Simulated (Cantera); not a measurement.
Feed: 1 mol C2F6, 0.041 mol CH4, 8.7 mol H2, held at 2598 K and 23.0 Pa.

Cantera equilibrium calculation (NASA polynomials, part measured and part estimated; ideal gas, pure solids and liquids). Candidate condensed phases: C, C6H6, C7H8, C8H18; 95 gas species. The feed counts by its element totals alone. Equilibrium is a limit: real reactors are often held back by kinetics, nucleation or transport.

Base state: H 0.580, HF 0.342, H2 0.0534, F 0.00992, C3 0.00936, C 0.00264, C2 0.000878, C2H2 (acetylene) 0.000858 (mole fractions); condensed: C(graphite).

What changes in the equilibrium state with this change: temperature from 2598 K to 998.15 K?


| species | before | after |
|---|---|---|
| HF | 0.342 | 0.509 |
| H2 | 0.0534 | 0.491 |
| H | 0.580 | 9.98e-8 |
| F | 0.00992 | <1e-9 |
| C3 | 0.00936 | <1e-9 |
| C | 0.00264 | <1e-9 |
| C2 | 0.000878 | <1e-9 |
| C(graphite), mol | 1.42 | 2.04 |
